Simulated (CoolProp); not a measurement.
The numbers come from the reference Helmholtz-energy equation of state, Thol 2022 in CoolProp.

Question: For vinyl chloride, give the phase and the cp (kJ/(kg K)), cv (kJ/(kg K)), speed of sound (m/s) at 53.85 °C and 101 kPa; 70.25 °C and 101 kPa.

Answer: 
- 53.85 °C and 101 kPa: gas; cp 0.926, cv 0.785, speed of sound 223
- 70.25 °C and 101 kPa: gas; cp 0.954, cv 0.814, speed of sound 229
